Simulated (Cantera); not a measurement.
An isothermal, constant-pressure homogeneous reactor starts with H2 : O2 : N2 = 0.086 : 1 : 0.35 (molar parts), at 1275 K and 3700 Pa.

Model: the H2/O2 subset of GRI-Mech 3.0, which has no nitrogen chemistry, integrated in Cantera. Radical loss at walls, strong at low pressure, is not modelled. The temperature is held fixed by assumption; the heat of reaction is taken as removed at once.

One state of this run: x H2 = 3.80e-8; x O2 = 0.687; x H = 1.32e-9; x HO2 = 2.09e-8; x H2O2 = 6.99e-10. x: mole fraction; the columns are a selection and need not sum to one.

**Question.** Which value of t (s) does it belong to?
A. 200
B. 6.32
C. 0.00112
D. 0.000200

**Answer.** B, 6.32
